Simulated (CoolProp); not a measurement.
n-undecane along the isobar 0.101 MPa: fugacity coefficient from the reference equation and from simpler models built on Tc = 365.7 °C, pc = 1.990 MPa, ω = 0.539; each cubic takes its own stable root.

Model: reference Helmholtz-energy equation of state, Aleksandrov 2011, in CoolProp. It is a short technical equation, of lower accuracy than the large ones.

```tsv
T (°C)	phase	reference
-2.75	liquid	5.277e-5
16.95	liquid	0.0003051
36.65	liquid	0.001345
56.35	liquid	0.004769
76.05	liquid	0.01416
95.85	liquid	0.03648
115.55	liquid	0.08279
135.25	liquid	0.1696
```

How far does each simpler model (van der Waals, Soave-Redlich-Kwong, Peng-Robinson) lie from the reference over these 8 states: mean and median of the absolute difference, and the worst?


- van der Waals: mean 56375.4 %, median 9930.3 %, worst +305566.1 % at -2.75 °C and 0.101 MPa
- Soave-Redlich-Kwong: mean 4.0 %, median 4.1 %, worst -5.7 % at 36.65 °C and 0.101 MPa
- Peng-Robinson: mean 10.0 %, median 6.7 %, worst +27.6 % at -2.75 °C and 0.101 MPa

At some of these states van der Waals gives the other phase, because its saturation line lies elsewhere.
